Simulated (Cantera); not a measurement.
What does this Cantera script print?

```python
import numpy as np
import cantera as ct

gas_names = """
    H HO2 H2 H2O H2O2 O OH O2 O3 Si SiH SiH2 SiH3 SiH4 SiO SiO2 Si2 Si3
""".split()
cond_names = """
    H2O(s) H2O(L) Si(cr) Si(L) SiO2(Lqz) SiO2(hqz) SiO2(L)
""".split()


def load(file, names, dense=False):
    # The tables refer to 1 bar. Condensed volumes are neglected.
    table = {s.name: s for s in ct.Species.list_from_file(file)}
    out = []
    for n in names:
        d = dict(table[n].input_data)
        d["thermo"] = dict(d["thermo"], **{"reference-pressure": 1e5})
        if dense:
            d["equation-of-state"] = {"model": "constant-volume", "density": "1e6 g/cm^3"}
        out.append(ct.Species.from_dict(d))
    return out


gas = ct.Solution(thermo="ideal-gas", species=load("nasa_gas.yaml", gas_names))
cond = {s.name: ct.Solution(thermo="fixed-stoichiometry", species=[s], name=s.name)
        for s in load("nasa_condensed.yaml", cond_names, dense=True)}
atoms = {
    'SiO2': {'Si': 1, 'O': 2},
    'H2': {'H': 2},
    'H2O': {'H': 2, 'O': 1},
}
top_T = {}  # K; cautious upper limits of use, not melting points


def equilibrate(T, P, feed):
    n = {}
    for name, mol in feed.items():
        for a, k in atoms[name].items():
            n[a] = n.get(a, 0.0) + k * mol
    gas.TPX = T, P, n
    mass = sum(n.values()) * gas.mean_molecular_weight
    gas.equilibrate("TP")
    valid = [c for c in cond.values() if c.min_temp <= T <= top_T.get(c.name, c.max_temp)]
    mix = ct.Mixture([(gas, mass / gas.mean_molecular_weight)] + [(c, 0.0) for c in valid])
    mix.T, mix.P = T, P
    mix.equilibrate("TP", solver="vcs", rtol=1e-11, max_steps=5000)
    return mix


results = []
feed = {'SiO2': 1, 'H2': 3.3, 'H2O': 2.1}  # mol
P = 140  # Pa
for T in [1350, 1425, 1500, 1575, 1650, 1725, 1800]:
    mix = equilibrate(T, P, feed)
    results.append((T, P, feed, dict(zip(mix.species_names, mix.species_moles))))
    x = sorted(zip(gas.X, gas.species_names), reverse=True)
    print(f"T = {T:g} K  P = {P:g} Pa  gas = {mix.phase_moles(0):.4g} mol")
    print("   x: " + "  ".join(f"{s} {v:.3e}" for v, s in x if v > 1e-06))
    print("   condensed (mol): " + ("  ".join(f"{mix.phase(i).name} {mix.phase_moles(i):.4g}"
          for i in range(1, mix.n_phases) if mix.phase_moles(i) > 1e-12) or "none"))
```

Output:

```
T = 1350 K  P = 140 Pa  gas = 5.4 mol
   x: H2 6.111e-01  H2O 3.889e-01  H 4.979e-05
   condensed (mol): SiO2(hqz) 1
T = 1425 K  P = 140 Pa  gas = 5.4 mol
   x: H2 6.110e-01  H2O 3.889e-01  H 1.425e-04  OH 1.983e-06
   condensed (mol): SiO2(hqz) 1
T = 1500 K  P = 140 Pa  gas = 5.401 mol
   x: H2 6.108e-01  H2O 3.888e-01  H 3.677e-04  OH 6.683e-06  SiO 1.923e-06
   condensed (mol): SiO2(hqz) 1
T = 1575 K  P = 140 Pa  gas = 5.402 mol
   x: H2 6.104e-01  H2O 3.887e-01  H 8.677e-04  OH 2.007e-05  SiO 1.513e-05
   condensed (mol): SiO2(hqz) 0.9999
T = 1650 K  P = 140 Pa  gas = 5.406 mol
   x: H2 6.094e-01  H2O 3.885e-01  H 1.895e-03  SiO 9.796e-05  OH 5.459e-05
   condensed (mol): SiO2(hqz) 0.9995
T = 1725 K  P = 140 Pa  gas = 5.414 mol
   x: H2 6.072e-01  H2O 3.883e-01  H 3.868e-03  SiO 5.303e-04  OH 1.363e-04
   condensed (mol): SiO2(L) 0.9971
T = 1800 K  P = 140 Pa  gas = 5.434 mol
   x: H2 6.013e-01  H2O 3.885e-01  H 7.420e-03  SiO 2.425e-03  OH 3.166e-04  SiO2 3.889e-06  O 3.025e-06
   condensed (mol): SiO2(L) 0.9868
```

Equilibrium computed with Cantera from the NASA thermochemical tables; the gas is ideal and each condensed phase is pure. The tables hold silica as quartz up to 1696 K and as liquid above; real silica turns to tridymite and cristobalite and melts near 1996 K.
